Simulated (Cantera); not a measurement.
Feed: 1 mol Si, 2.3 mol NF₃, held at 0.133 bar.

Method: chemical equilibrium by Gibbs-energy minimisation in Cantera with the NASA 1993 tables (ideal gas, pure condensed phases). Candidate condensed phases: Si, Si₃N₄; 16 gas species. Equilibrium is a limit: real reactors are often held back by kinetics, nucleation or transport.

log p: log10 of the partial pressure in bar; nothing condenses.

| T (°C) | log p F | log p SiF₄ | log p NF₃ | log p F₂ | log p N₂ |
|---|---|---|---|---|---|
| 352 | -5.00 | -1.30 | -1.32 | -2.86 | -1.47 |
| 427 | ? | -1.31 | ? | ? | -1.46 |
| 502 | -3.07 | -1.35 | -1.57 | -1.63 | -1.42 |
| 577 | -2.46 | -1.40 | -1.99 | -1.40 | -1.40 |
| 652 | -2.03 | -1.44 | -2.57 | -1.35 | -1.39 |
| 727 | ? | -1.46 | ? | ? | -1.40 |
| 802 | -1.47 | -1.49 | -3.86 | -1.53 | -1.43 |
| 877 | -1.31 | -1.52 | -4.58 | -1.72 | -1.46 |
| 952 | -1.21 | -1.55 | -5.34 | -1.99 | -1.49 |
| 1027 | -1.16 | -1.56 | -6.13 | -2.30 | -1.50 |
| 1102 | -1.14 | -1.57 | -6.89 | -2.62 | -1.51 |
| 1177 | -1.13 | -1.57 | -7.60 | -2.92 | -1.51 |
| 1252 | -1.12 | -1.58 | -8.25 | -3.21 | -1.52 |

### Question
Fill in the missing entries.

### Answer

- 727, log p F: -1.71
- 727, log p NF₃: -3.20
- 727, log p F₂: -1.41
- 427, log p F: -3.90
- 427, log p NF₃: -1.38
- 427, log p F₂: -2.12
